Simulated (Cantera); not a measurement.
NO annealing gas

An isothermal, constant-pressure homogeneous reactor starts with 62.1 % NO, 37.9 % N2, at 1675 K and 1.00 atm.

Computed with Cantera and GRI-Mech 3.0 (53 species, 325 reactions).

```csv
t (s),x NO,x O,x O2,x N2,x N2O,x NO2
8.00e-5,0.621,2.89e-7,3.46e-9,0.379,2.16e-6,1.90e-6
0.000282,0.621,3.40e-7,2.22e-8,0.379,7.47e-6,7.50e-6
0.000997,0.621,5.26e-7,2.45e-7,0.379,2.48e-5,2.85e-5
0.00352,0.621,1.18e-6,5.45e-6,0.379,7.07e-5,0.000109
0.0124,0.620,2.47e-6,0.000128,0.379,0.000134,0.000287
0.0439,0.619,2.90e-6,0.000949,0.380,0.000148,0.000347
0.155,0.612,3.46e-6,0.00392,0.383,0.000145,0.000417
0.547,0.592,4.89e-6,0.0140,0.393,0.000135,0.000585
1.93,0.529,7.76e-6,0.0454,0.425,0.000107,0.000850
6.82,0.381,1.20e-5,0.119,0.499,5.47e-5,0.000966
24.1,0.183,1.61e-5,0.218,0.598,1.26e-5,0.000625
85.0,0.0546,1.82e-5,0.283,0.662,1.25e-6,0.000212
300,0.0118,1.89e-5,0.305,0.684,2.11e-7,4.73e-5
```
x: mole fraction; the columns are a selection and need not sum to one.

Equilibrium at this temperature and pressure: NO 0.00300, O 1.90e-5, O2 0.309, N2 0.688, N2O 1.66e-7, NO2 1.21e-5 (gas phase only).
